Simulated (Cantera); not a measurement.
**Reactions in the system H-N-O-P**

Source: NASA polynomial tables (part measured, part estimated), evaluated in Cantera. Values are per mole of reaction as written; species without (g) are pure solids or liquids, kept so even where they would boil at 1 bar.

4 PH3(g) + 10 NO(g) = 12 H(g) + P4O10 + 10 N(g)

```csv
T (K),ΔH° (kJ),ΔS° (J/K),ΔG° (kJ),log10 K
300,3398.8,191.1,3341.4,-581.78
423,3428.3,273.5,3312.7,-409.06
473,3441.3,302.4,3298.3,-364.23
523,3454.6,329.2,3282.5,-327.83
573,3468.2,354.0,3265.4,-297.67
623,3482.1,377.2,3247.1,-272.24
673,3496.2,398.9,3227.7,-250.51
```
